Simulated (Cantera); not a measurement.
# Silicon nitride deposition: SiHCl3 + N2 + H2

Feed: 1 mol SiHCl3, a varied amount of N2, 16 mol H2, at 1775 °C and 1.33 mbar.

These are equilibrium values from Cantera (NASA tables, ideal gas, pure condensed phases), not measurements of a reactor. Candidate condensed phases: NH4Cl, Si, Si3N4; 28 gas species. The tables' values for SiCl, SiN are old estimates; treat these amounts as uncertain. Gases not in the tables: Si2H6 and higher silanes. Rates play no part.

| n(N2) (mol) | log p N2 | log p H2 | log p HCl | log p H | log p Si | log p SiCl2 | log p Cl | log p SiCl |
|---|---|---|---|---|---|---|---|---|
| 6.2 | -3.49 | -3.11 | -3.94 | -4.21 | -4.50 | -4.79 | -5.17 | -5.51 |
| 13 | -3.27 | -3.22 | -4.03 | -4.26 | -4.58 | -4.95 | -5.21 | -5.63 |
| 19 | -3.18 | -3.30 | -4.10 | -4.30 | -4.63 | -5.07 | -5.24 | -5.71 |
| 26 | -3.12 | -3.37 | -4.17 | -4.34 | -4.69 | -5.18 | -5.27 | -5.80 |
| 33 | -3.08 | -3.44 | -4.23 | -4.37 | -4.74 | -5.28 | -5.29 | -5.88 |
| 39 | -3.05 | -3.49 | -4.27 | -4.39 | -4.78 | -5.36 | -5.31 | -5.93 |
| 46 | -3.03 | -3.54 | -4.32 | -4.42 | -4.82 | -5.44 | -5.33 | -5.99 |
| 53 | -3.01 | -3.58 | -4.36 | -4.44 | -4.85 | -5.52 | -5.35 | -6.05 |
| 59 | -3.00 | -3.62 | -4.40 | -4.46 | -4.88 | -5.58 | -5.37 | -6.09 |
| 66 | -2.99 | -3.66 | -4.43 | -4.48 | -4.91 | -5.64 | -5.38 | -6.14 |
| 72 | -2.98 | -3.69 | -4.46 | -4.49 | -4.94 | -5.69 | -5.40 | -6.18 |
| 79 | -2.97 | -3.72 | -4.49 | -4.51 | -4.97 | -5.75 | -5.41 | -6.22 |
log p: log10 of the partial pressure in bar; nothing condenses.

From 6.2 mol N2 to 79 mol N2 nothing is condensed. The main Si-bearing gas is Si throughout.
